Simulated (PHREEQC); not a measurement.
Na2SO4 is added in steps, without added water, to 1 kg of water holding 0.024 mol/kgw AgF, 0.12 mol/kgw HF and 0.0022 mol/kgw Cu(NO3)2, at 25 °C. Oxygen alone is held at its pressure in air (log pO2 = -0.68). No CO2 enters from the air. Only these solids could form: Cu(OH)2, Brochantite, Antlerite, Cu2(OH)3NO3, Ag2O, Ag2SO4, Mirabilite, Chalcanthite, CuF2:2H2O.

Base run: PHREEQC, ion-association model, wateq4f.dat. Each further column changes one thing. The table gives AgSO4- (mol/kgw).

```tsv
Na2SO4 added (mol)	base	Cu(NO3)2 from 0.0022 to 0.0033 mol/kgw	AgF from 0.024 to 0.0048 mol/kgw	Cu(NO3)2 left out	no solid may form
0	0	0	0	0	0
0.0045	0.000641	0.000617	0.000138	0.000696	0.000641
0.01125	0.00144	0.00140	0.000307	0.00153	0.00144
0.01575	0.00190	0.00185	___	___	0.00190
0.0225	0.00249	0.00244	0.000523	___	0.00249
0.027	0.00283	0.00279	0.000594	0.00293	0.00283
0.03375	0.00330	0.00325	0.000689	0.00340	0.00330
0.03825	0.00358	0.00353	___	0.00367	0.00358
0.045	0.00396	0.00392	0.000822	0.00405	0.00396
0.0495	0.00419	0.00415	0.000869	0.00428	0.00419
0.05625	0.00452	0.00448	0.000934	0.00460	0.00452
0.06075	0.00472	0.00468	0.000974	0.00480	0.00472
0.0675	0.00500	0.00496	0.00103	0.00508	0.00500
0.072	0.00517	0.00513	___	0.00525	0.00517
```

Q: Fill in the missing entries.

A: 
- 0.01575, AgF from 0.024 to 0.0048 mol/kgw: 0.000402
- 0.01575, Cu(NO3)2 left out: 0.00199
- 0.0225, Cu(NO3)2 left out: 0.00259
- 0.03825, AgF from 0.024 to 0.0048 mol/kgw: 0.000745
- 0.072, AgF from 0.024 to 0.0048 mol/kgw: 0.00106

wateq4f.dat counts part of the HF as a dimer, H2F2, which phreeqc.dat doesn't know; its constant is uncertain. Solids allowed in the column 'Cu(NO3)2 left out': Ag2O, Ag2SO4, Mirabilite.
